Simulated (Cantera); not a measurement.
Input (Python, Cantera):

```python
import numpy as np
import cantera as ct

gas = ct.Solution("gri30.yaml")
gas.TPX = 1250, 2200000, {'H2': 1, 'O2': 0.5, 'N2': 4.75, 'CO2': 0.024}
reactor = ct.IdealGasConstPressureReactor(gas, energy="on", clone=False)
net = ct.ReactorNet([reactor])
net.rtol, net.atol = 1e-08, 1e-16
show = ['H2', 'O2', 'NO2', 'O', 'HO2']
times = np.geomspace(1e-06, 0.8, 10)

steps = ct.SolutionArray(gas, extra=["t"])
rows = []
print(f"{'t/s':>10s}{'T/K':>9s}{'P/Pa':>11s}" + "".join(f"{s:>11s}" for s in show))
for t in times:
    while net.time < t:
        t_next = net.step()
        steps.append(gas.state, t=t_next)
    rows.append([np.interp(t, steps.t, y) for y in (steps.T, steps.P, *steps(*show).X.T)])
    print(f"{t:10.3e}{rows[-1][0]:9.1f}{rows[-1][1]:11.4g}" + "".join(f"{x:11.3e}" for x in rows[-1][2:]))
rate = np.gradient(steps.T, steps.t)
print("integrator steps:", len(steps.t))
if steps.T.max() > steps.T[0] + 200:
    print(f"time of steepest temperature rise: {steps.t[rate.argmax()]:.4e} s")
gas.TPX = 1250, 2200000, {'H2': 1, 'O2': 0.5, 'N2': 4.75, 'CO2': 0.024}
gas.equilibrate("HP")
print(f"equilibrium (HP): T = {gas.T:.1f} K  " + "  ".join(f"{s} {gas[s].X[0]:.3e}" for s in show))
```

It prints:

```
       t/s      T/K       P/Pa         H2         O2        NO2          O        HO2
 1.000e-06   1250.0    2.2e+06  1.594e-01  7.969e-02  6.610e-23  1.221e-09  1.305e-07
 4.528e-06   1250.0    2.2e+06  1.594e-01  7.969e-02  1.671e-20  1.955e-09  7.410e-07
 2.050e-05   1250.1    2.2e+06  1.594e-01  7.968e-02  2.752e-17  1.499e-08  8.411e-06
 9.283e-05   2340.5    2.2e+06  4.205e-03  1.901e-03  2.572e-08  9.396e-05  1.286e-06
 4.203e-04   2353.8    2.2e+06  2.901e-03  1.230e-03  3.541e-08  5.071e-05  5.694e-07
 1.903e-03   2353.1    2.2e+06  2.957e-03  1.173e-03  1.035e-07  4.932e-05  5.484e-07
 8.618e-03   2350.8    2.2e+06  3.138e-03  1.014e-03  2.872e-07  4.527e-05  4.879e-07
 3.902e-02   2349.3    2.2e+06  3.257e-03  9.245e-04  3.842e-07  4.288e-05  4.532e-07
 1.767e-01   2349.3    2.2e+06  3.258e-03  9.239e-04  3.848e-07  4.286e-05  4.530e-07
 8.000e-01   2349.3    2.2e+06  3.258e-03  9.239e-04  3.848e-07  4.286e-05  4.530e-07
integrator steps: 1539
time of steepest temperature rise: 6.9741e-05 s
equilibrium (HP): T = 2349.3 K  H2 3.258e-03  O2 9.239e-04  NO2 3.848e-07  O 4.286e-05  HO2 4.530e-07
```

Detailed kinetics in Cantera: GRI-Mech 3.0 (53 species, 325 reactions). The hydrogen kinetics of GRI-Mech 3.0 are dated; newer H2 mechanisms differ, most at raised pressure. The pressure lies above the range GRI-Mech 3.0 was tuned for (to about 10 atm).
